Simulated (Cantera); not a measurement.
What does this Cantera script print?

```python
import numpy as np
import cantera as ct

gas_names = """
    CL CLO CL2 Fe FeCL FeCL2 FeCL3 FeO Fe(OH)2 Fe2CL4 Fe2CL6 H HCL HNO HNO2 HNO3 HOCL HO2 H2 H2O H2O2 N
    NH NH2 NH3 NH2OH NO NO2 NO3 N2 N2H2 N2H4 N2O O OH O2 O3
""".split()
cond_names = """
    Fe(a) Fe(c) Fe(d) Fe(L) FeCL2(s) FeCL2(L) FeCL3(s) FeCL3(L) FeO(s) FeO(L) Fe(OH)2(s) Fe(OH)3(s)
    Fe2O3(s) Fe3O4(s) H2O(s) H2O(L) NH4CL(a) NH4CL(b)
""".split()


def load(file, names, dense=False):
    # The tables refer to 1 bar. Condensed volumes are neglected.
    table = {s.name: s for s in ct.Species.list_from_file(file)}
    out = []
    for n in names:
        d = dict(table[n].input_data)
        d["thermo"] = dict(d["thermo"], **{"reference-pressure": 1e5})
        if dense:
            d["equation-of-state"] = {"model": "constant-volume", "density": "1e6 g/cm^3"}
        out.append(ct.Species.from_dict(d))
    return out


gas = ct.Solution(thermo="ideal-gas", species=load("nasa_gas.yaml", gas_names))
cond = {s.name: ct.Solution(thermo="fixed-stoichiometry", species=[s], name=s.name)
        for s in load("nasa_condensed.yaml", cond_names, dense=True)}
atoms = {
    'FeCl3': {'Fe': 1, 'CL': 3},
    'H2O': {'H': 2, 'O': 1},
    'N2': {'N': 2},
}
top_T = {'Fe2O3(s)': 1830, 'Fe3O4(s)': 1870}  # K; cautious upper limits of use, not melting points


def equilibrate(T, P, feed):
    n = {}
    for name, mol in feed.items():
        for a, k in atoms[name].items():
            n[a] = n.get(a, 0.0) + k * mol
    gas.TPX = T, P, n
    mass = sum(n.values()) * gas.mean_molecular_weight
    gas.equilibrate("TP")
    valid = [c for c in cond.values() if c.min_temp <= T <= top_T.get(c.name, c.max_temp)]
    mix = ct.Mixture([(gas, mass / gas.mean_molecular_weight)] + [(c, 0.0) for c in valid])
    mix.T, mix.P = T, P
    mix.equilibrate("TP", solver="vcs", rtol=1e-11, max_steps=5000)
    return mix


results = []
feed = {'FeCl3': 1, 'H2O': 0.83, 'N2': 1.5}  # mol
P = 133.322  # Pa
for T in [850, 950, 1050, 1150, 1250, 1350, 1450, 1550, 1650, 1750, 1850]:
    mix = equilibrate(T, P, feed)
    results.append((T, P, feed, dict(zip(mix.species_names, mix.species_moles))))
    x = sorted(zip(gas.X, gas.species_names), reverse=True)
    print(f"T = {T:g} K  P = {P:g} Pa  gas = {mix.phase_moles(0):.4g} mol")
    print("   x: " + "  ".join(f"{s} {v:.3e}" for v, s in x if v > 1e-06))
    print("   condensed (mol): " + ("  ".join(f"{mix.phase(i).name} {mix.phase_moles(i):.4g}"
          for i in range(1, mix.n_phases) if mix.phase_moles(i) > 1e-12) or "none"))
```

Output:

```
T = 850 K  P = 133.322 Pa  gas = 3.627 mol
   x: HCL 4.569e-01  N2 4.135e-01  FeCL3 1.094e-01  FeCL2 1.275e-02  CL2 6.395e-03  Fe2CL6 5.782e-04  H2O 3.440e-04  CL 6.115e-05  Fe2CL4 5.205e-05
   condensed (mol): Fe2O3(s) 0.2763
T = 950 K  P = 133.322 Pa  gas = 3.668 mol
   x: HCL 4.511e-01  N2 4.089e-01  FeCL3 8.859e-02  FeCL2 3.347e-02  CL2 1.645e-02  H2O 6.976e-04  CL 6.214e-04  Fe2CL6 4.875e-05  Fe2CL4 4.212e-05  O2 9.851e-06
   condensed (mol): Fe2O3(s) 0.2758
T = 1050 K  P = 133.322 Pa  gas = 3.73 mol
   x: HCL 4.422e-01  N2 4.021e-01  FeCL2 6.312e-02  FeCL3 5.822e-02  CL2 2.867e-02  CL 3.673e-03  H2O 1.398e-03  O2 5.414e-04  Fe2CL4 2.672e-05  Fe2CL6 4.081e-06  NO 1.915e-06
   condensed (mol): Fe2O3(s) 0.2736
T = 1150 K  P = 133.322 Pa  gas = 3.827 mol
   x: HCL 4.279e-01  N2 3.919e-01  FeCL2 9.948e-02  FeCL3 2.989e-02  CL2 2.741e-02  CL 1.243e-02  O2 8.053e-03  H2O 2.926e-03  NO 1.813e-05  Fe2CL4 1.610e-05  CLO 1.773e-06
   condensed (mol): Fe2O3(s) 0.2524
T = 1250 K  P = 133.322 Pa  gas = 3.948 mol
   x: HCL 4.062e-01  N2 3.799e-01  FeCL2 1.395e-01  O2 2.402e-02  CL 2.206e-02  CL2 1.065e-02  FeCL3 1.039e-02  H2O 7.126e-03  NO 6.626e-05  Fe2CL4 9.702e-06  OH 4.669e-06  CLO 4.475e-06
   condensed (mol): Fe2O3(s) 0.204
T = 1350 K  P = 133.322 Pa  gas = 4.038 mol
   x: HCL 3.761e-01  N2 3.714e-01  FeCL2 1.614e-01  O2 3.842e-02  CL 2.897e-02  H2O 1.747e-02  CL2 3.080e-03  FeCL3 2.947e-03  NO 1.590e-04  OH 2.623e-05  CLO 6.295e-06  Fe2CL4 4.761e-06  O 2.265e-06
   condensed (mol): Fe3O4(s) 0.1121
T = 1450 K  P = 133.322 Pa  gas = 4.065 mol
   x: N2 3.688e-01  HCL 3.429e-01  FeCL2 1.775e-01  O2 4.053e-02  CL 3.525e-02  H2O 3.267e-02  CL2 9.736e-04  FeCL3 9.265e-04  NO 2.856e-04  OH 9.887e-05  O 1.107e-05  CLO 6.805e-06  H2 4.210e-06  Fe2CL4 2.436e-06
   condensed (mol): Fe3O4(s) 0.09149
T = 1550 K  P = 133.322 Pa  gas = 4.087 mol
   x: N2 3.668e-01  HCL 3.033e-01  FeCL2 1.936e-01  H2O 5.128e-02  CL 4.187e-02  O2 4.166e-02  NO 4.711e-04  CL2 3.569e-04  FeCL3 3.393e-04  OH 2.982e-04  O 4.375e-05  H2 2.487e-05  CLO 7.213e-06  H 4.302e-06  Fe2CL4 1.374e-06
   condensed (mol): Fe3O4(s) 0.06914
T = 1650 K  P = 133.322 Pa  gas = 4.107 mol
   x: N2 3.648e-01  HCL 2.625e-01  FeCL2 2.092e-01  H2O 7.032e-02  CL 4.884e-02  O2 4.228e-02  OH 7.539e-04  NO 7.279e-04  CL2 1.482e-04  O 1.458e-04  FeCL3 1.406e-04  H2 1.099e-04  H 2.609e-05  CLO 7.568e-06  FeO 3.250e-06  Fe(OH)2 1.886e-06
   condensed (mol): Fe3O4(s) 0.04677
T = 1750 K  P = 133.322 Pa  gas = 4.128 mol
   x: N2 3.628e-01  HCL 2.243e-01  FeCL2 2.231e-01  H2O 8.760e-02  CL 5.591e-02  O2 4.243e-02  OH 1.660e-03  NO 1.064e-03  O 4.220e-04  H2 3.886e-04  H 1.256e-04  CL2 6.770e-05  FeCL3 6.406e-05  FeO 3.749e-05  Fe 1.660e-05  CLO 7.844e-06  Fe(OH)2 7.327e-06  FeCL 4.618e-06
   condensed (mol): Fe3O4(s) 0.0262
T = 1850 K  P = 133.322 Pa  gas = 4.162 mol
   x: N2 3.596e-01  FeCL2 2.262e-01  HCL 2.003e-01  H2O 9.631e-02  CL 6.789e-02  O2 4.177e-02  OH 3.174e-03  NO 1.477e-03  H2 1.094e-03  O 1.079e-03  H 4.880e-04  FeO 2.714e-04  Fe 2.283e-04  CL2 3.895e-05  FeCL3 3.269e-05  FeCL 2.588e-05  Fe(OH)2 1.828e-05  CLO 8.629e-06
   condensed (mol): FeO(L) 0.0562
```

Method: chemical equilibrium by Gibbs-energy minimisation in Cantera with the NASA 1993 tables (ideal gas, pure condensed phases). The tables' stoichiometric FeO is somewhat more stable than real wüstite, so its field is too wide. FeO: taken at fixed stoichiometry. Condensed phases not in the tables: FeOCl.
